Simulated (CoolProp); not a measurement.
Vapour-liquid equilibrium of n-butane (1) + R113 (2) at -29.15 °C; x and y are mole fractions of (1).

Model: multi-fluid Helmholtz-energy mixture model, Bücker 2006 and Marx 1992; pair parameters Bell 2016, in CoolProp.

```csv
x,bubble pressure (MPa),y at the bubble point,dew pressure at overall composition x (MPa),liquid density (mol/L)
0.05,0.004993,0.431,0.003127,9.087
0.125,0.007764,0.661,0.003375,9.202
0.2,0.01027,0.763,0.003667,9.319
0.275,0.01253,0.821,0.004013,9.440
0.35,0.01460,0.859,0.004430,9.565
0.425,0.01650,0.886,0.004945,9.694
0.5,0.01827,0.908,0.005593,9.828
0.575,0.01996,0.925,0.006435,9.966
0.65,0.02159,0.940,0.007571,10.11
0.725,0.02319,0.954,0.009181,10.26
0.8,0.02481,0.967,0.01162,10.41
0.875,0.02647,0.979,0.01566,10.57
0.95,0.02820,0.992,0.02272,10.74
```

No azeotrope shows between x = 0.05 and 0.95.

Pair parameters are fitted to limited data, so mixtures are less certain than the pure fluids.
